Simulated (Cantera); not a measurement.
Input: 1 mol Pb, 0.0072 mol O2, 190 mol N2, held at 24.0 bar.

These are equilibrium values from Cantera (NASA tables, ideal gas, pure condensed phases), not measurements of a reactor. Candidate condensed phases: Pb, PbO, PbO2, Pb3O4; 12 gas species. Each liquid is taken as pure. Mutual solubility and eutectic melting of coexisting phases are not modelled. Gases not in the tables: (PbO)n polymers. Equilibrium is a limit: real reactors are often held back by kinetics, nucleation or transport.

x: gas mole fraction; n: condensed amount in mol.

```csv
T (K),x N2,x Pb,x PbO,x Pb2,n Pb(l),n PbO(l)
1225,1.000,3.89e-5,[?],1.86e-9,0.978,0.0135
1300,1.000,0.000109,[?],1.04e-8,0.965,0.0108
1375,1.000,0.000274,[?],4.79e-8,0.934,0.00221
1450,0.999,0.000621,7.55e-5,1.87e-7,0.868,0
1525,0.999,0.00130,7.54e-5,6.35e-7,0.739,0
1600,0.997,0.00252,7.53e-5,1.92e-6,0.504,0
1675,0.995,0.00462,7.51e-5,5.21e-6,0.102,0
1750,0.995,0.00515,7.48e-5,5.34e-6,0,0
1825,0.995,0.00515,7.44e-5,4.48e-6,0,0
```

Question: Some entries are withheld; supply them.

Answer: 
- 1225, x PbO: 4.70e-6
- 1300, x PbO: 1.88e-5
- 1375, x PbO: 6.40e-5
